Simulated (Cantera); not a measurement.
An adiabatic, constant-pressure homogeneous reactor starts with H₂ : O₂ : N₂ : H₂O = 1 : 0.25 : 0.94 : 0.56 (molar parts), equivalence ratio 2.0, at 1000 K and 10.0 bar. Integrator tolerance rtol = 1e-08.

Cantera simulation using the H2/O2 subset of GRI-Mech 3.0, which has no nitrogen chemistry; the numbers are that mechanism's predictions, not measurements. The hydrogen kinetics of GRI-Mech 3.0 are dated; newer H2 mechanisms differ, most at raised pressure.

### Question
What does this change do: H2 1 to 0.77 parts?

### Answer
| quantity | before | after |
|---|---|---|
| time of steepest temperature rise | 8.38 ms | 9.41 ms |
| temperature at 8.00 s | 2230 K | 2318 K |
| equilibrium temperature | 2230 K | 2318 K |
| x(H₂) at 8.00 s | 0.200 (gas-phase equilibrium 0.200) | 0.119 (gas-phase equilibrium 0.119) |
| x(O₂) at 8.00 s | 8.59e-7 (gas-phase equilibrium 8.59e-7) | 8.28e-6 (gas-phase equilibrium 8.28e-6) |
| x(H₂O) at 8.00 s | 0.423 (gas-phase equilibrium 0.423) | 0.466 (gas-phase equilibrium 0.466) |
| x(H) at 8.00 s | 0.000947 (gas-phase equilibrium 0.000947) | 0.00117 (gas-phase equilibrium 0.00117) |
| x(H₂O₂) at 8.00 s | 4.57e-9 (gas-phase equilibrium 4.57e-9) | 1.96e-8 (gas-phase equilibrium 1.96e-8) |
| x(OH) at 8.00 s | 0.000293 (gas-phase equilibrium 0.000293) | 0.000756 (gas-phase equilibrium 0.000756) |
| x(O) at 8.00 s | 9.62e-7 (gas-phase equilibrium 9.62e-7) | 5.05e-6 (gas-phase equilibrium 5.05e-6) |

### Question
What does this change do: initial temperature 1000 to 1475 K?

### Answer
| quantity | before | after |
|---|---|---|
| time of steepest temperature rise | 8.38 ms | 3.97 µs |
| temperature at 8.00 s | 2230 K | 2607 K |
| equilibrium temperature | 2230 K | 2607 K |
| x(H₂) at 8.00 s | 0.200 (gas-phase equilibrium 0.200) | 0.198 (gas-phase equilibrium 0.198) |
| x(O₂) at 8.00 s | 8.59e-7 (gas-phase equilibrium 8.59e-7) | 4.33e-5 (gas-phase equilibrium 4.33e-5) |
| x(H₂O) at 8.00 s | 0.423 (gas-phase equilibrium 0.423) | 0.419 (gas-phase equilibrium 0.419) |
| x(H) at 8.00 s | 0.000947 (gas-phase equilibrium 0.000947) | 0.00559 (gas-phase equilibrium 0.00559) |
| x(H₂O₂) at 8.00 s | 4.57e-9 (gas-phase equilibrium 4.57e-9) | 7.67e-8 (gas-phase equilibrium 7.67e-8) |
| x(OH) at 8.00 s | 0.000293 (gas-phase equilibrium 0.000293) | 0.00275 (gas-phase equilibrium 0.00275) |
| x(O) at 8.00 s | 9.62e-7 (gas-phase equilibrium 9.62e-7) | 5.02e-5 (gas-phase equilibrium 5.02e-5) |
